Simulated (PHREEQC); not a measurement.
A solution holds 1.7 mmol/kgw AgNO3 and 0.3 mmol/kgw NaCl, at 25 °C. Closed to the air; pH follows from the charge balance.

All values are PHREEQC results (ion-association model, wateq4f.dat), not measurements.

Each row changes one thing in this solution. No solid was allowed to form.

```
case                                               pH  ionic strength (mol/kgw)  Cl- (mol/kgw)  SI of Halite (NaCl)
-----------------------------------------------  ----  ------------------------  -------------  -------------------
as made                                          6.97                   0.00178        8.43e-5                -9.22
AgNO3 replaced by Cu(NO3)2 at the same molality  5.17                   0.00539       0.000299                -8.70
AgNO3 replaced by LiNO3 at the same molality     7.00                   0.00200       0.000300                -8.67
diluted 2-fold with water                        6.98                  0.000914        6.39e-5                -9.63
NaCl from 0.0003 to 0.00033 mol/kgw              6.97                   0.00179        9.36e-5                -9.13
3.3e-05 mol/kgw Na2CO3 added                      ___                   0.00185        8.45e-5                -9.13
temperature from 25 to 60 °C                     6.51                   0.00182            ___                -9.16
NaCl from 0.0003 to 0.0015 mol/kgw               6.98                   0.00233       0.000586                -7.68
```

Question: Some entries are withheld; supply them.

Answer: 
- 3.3e-05 mol/kgw Na2CO3 added, pH: 9.39
- temperature from 25 to 60 °C, Cl- (mol/kgw): 0.000115

Complexes and solids missing from the database can't appear. Some of these states are supersaturated (in Cerargyrite, Ag2O, for instance). Away from 25 °C the constants follow the database's enthalpies or fits; those with neither stay at their 25 °C values.
